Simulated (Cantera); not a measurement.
Thermodynamics of silicon etching in halogen gases, feed Si + F₂

Feed: 1 mol Si, 2.6 mol F₂, equilibrated at 3.70 mbar.

Method: chemical equilibrium by Gibbs-energy minimisation in Cantera with the NASA 1993 tables (ideal gas, pure condensed phases). Candidate condensed phases: Si; 9 gas species. The numbers say what is thermodynamically allowed, not how fast it happens.

```tsv
T (K)	x SiF₄	x F	x F₂
700	0.621	0.0143	0.365
775	0.608	0.0535	0.338
850	0.579	0.147	0.274
925	0.532	0.298	0.170
1000	0.488	0.438	0.0738
1075	0.466	0.509	0.0249
1150	0.458	0.534	0.00820
1225	0.456	0.541	0.00292
1300	0.455	0.544	0.00115
```
x: gas mole fraction; nothing condenses.

From 700 K to 1300 K nothing is condensed. The main Si-bearing gas is SiF₄ throughout.
